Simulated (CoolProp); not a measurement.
Values from CoolProp's reference Helmholtz-energy equation of state, Wagner 2002.

Problem. Give the vapour pressure (bar), liquid density (kg/m³), enthalpy of vaporisation (kJ/kg), vapour viscosity (µPa s) of saturated water at 243.35 °C.

Solution. 
```
T (°C)  p (bar)  liquid density (kg/m³)  enthalpy of vaporisation (kJ/kg)  vapour viscosity (µPa s)
------  -------  ----------------------  --------------------------------  ------------------------
243.35     35.5                     809                              1750                      17.2
```

Viscosity comes from a separate model (Huber 2009).
